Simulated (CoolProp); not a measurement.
A closed Brayton cycle with nitrogen: compressor inlet 318.15 K and 7.3 MPa, high pressure 21.6 MPa, turbine inlet 950 K, compressor efficiency 0.85, turbine efficiency 0.93, recuperator effectiveness 0.8 (on enthalpy, no pinch check). Each further row changes one setting.

Values from CoolProp's reference Helmholtz-energy equation of state, Span 2000.

| case | thermal efficiency (%) | net work (kJ/kg) | compressor to turbine work | compressor exit (K) | turbine exit (K) |
|---|---|---|---|---|---|
| as stated | … | 112 | 0.57 | 456.0 | 730.7 |
| turbine inlet 900 K | 32.4 | 97.9 | … | 456.0 | … |
| compressor inlet 328.15 K | … | 107 | … | 470.3 | 730.7 |
| high pressure 18.4 MPa | … | 103 | 0.55 | 432.9 | … |
| recuperator effectiveness 0.5 | … | 112 | 0.57 | 456.0 | 730.7 |

### Question
Fill in the missing entries.

### Answer

- as stated, thermal efficiency (%): 34.4
- turbine inlet 900 K, compressor to turbine work: 0.60
- turbine inlet 900 K, turbine exit (K): 690.4
- compressor inlet 328.15 K, thermal efficiency (%): 33.2
- compressor inlet 328.15 K, compressor to turbine work: 0.59
- high pressure 18.4 MPa, thermal efficiency (%): 34.0
- high pressure 18.4 MPa, turbine exit (K): 759.9
- recuperator effectiveness 0.5, thermal efficiency (%): 26.9
